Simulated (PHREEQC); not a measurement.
Consider water at 44 °C with 1.7 mol/kgw MgSO4 and 6.7e-05 mol/kgw H4SiO4. It is in equilibrium with CO2 at log p = -1 (atm). Otherwise closed; pH follows from the charge balance.

All values are PHREEQC results (Pitzer model, pitzer.dat), not measurements.

```tsv
quantity	before	after
pH	4.59	4.47
ionic strength (mol/kgw)	6.80	3.41e-5
CO2 (mol/kgw)	0.000908	0.00218
HCO3- (mol/kgw)	0.000151	3.41e-5
CO3-2 (mol/kgw)	6.21e-8	6.33e-11
```

Question: Name the change that produced these shifts.
A. H4SiO4 left out
B. H4SiO4 from 6.7e-05 to 6.03e-05 mol/kgw
C. MgSO4 left out
D. H4SiO4 from 6.7e-05 to 0.000101 mol/kgw

Answer: C, MgSO4 left out

This is a speciation only: nothing precipitates in the calculation. In brines, pH and single-ion activities rest on the MacInnes convention. Constants without temperature data keep their 25 °C values here.
